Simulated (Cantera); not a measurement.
An isothermal, constant-pressure homogeneous reactor starts with N2O : N2 = 1 : 0.02 (molar parts), at 1125 K and 0.0190 bar.

Model: GRI-Mech 3.0 (53 species, 325 reactions), integrated in Cantera. GRI-Mech 3.0 was tuned for natural gas; its chemistry of N2O as a main component is partial and can be far from experiment. Radical loss at walls, strong at low pressure, is not modelled. The mechanism lacks the step 2 NO + O2 → 2 NO2, which can matter for NO2 below about 1400 K. The temperature is held fixed by assumption; the heat of reaction is taken as removed at once.

### Question
Predict: x(N2O) at 100 s; x(NO) at 100 s; x(O) at 100 s; x(N2) at 100 s; x(O2) at 100 s.

### Answer
| Property | Result |
|---|---|
| x(N2O) at 100 s | 0.683 (gas-phase equilibrium 1.16e-9) |
| x(NO) at 100 s | 0.0153 (gas-phase equilibrium 0.000123) |
| x(O) at 100 s | 5.22e-7 (gas-phase equilibrium 1.93e-8) |
| x(N2) at 100 s | 0.210 (gas-phase equilibrium 0.671) |
| x(O2) at 100 s | 0.0922 (gas-phase equilibrium 0.329) |
